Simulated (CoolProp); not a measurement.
Saturation properties of R1123 (Tc = 331.7 K, pc = 4.549 MPa, ω = 0.243).

Computed with CoolProp (reference Helmholtz-energy equation of state, Akasaka 2020).

```tsv
T (K)	p (MPa)	vapour density (kg/m³)
203.7	0.06498	…
209.6	0.08979	4.372
215.5	…	5.803
221.4	0.1614	7.574
227.3	…	9.739
233.3	…	12.41
239.2	0.3448	15.55
245.1	0.4315	19.30
251	0.5336	23.72
256.9	0.6530	28.93
262.8	0.7912	…
```

Question: What belongs in the gaps?

Answer: 
- 203.7, vapour density (kg/m³): 3.233
- 215.5, p (MPa): 0.1215
- 227.3, p (MPa): 0.2107
- 233.3, p (MPa): 0.2721
- 262.8, vapour density (kg/m³): 35.03

It boils at 211.9 K under 1 atm.
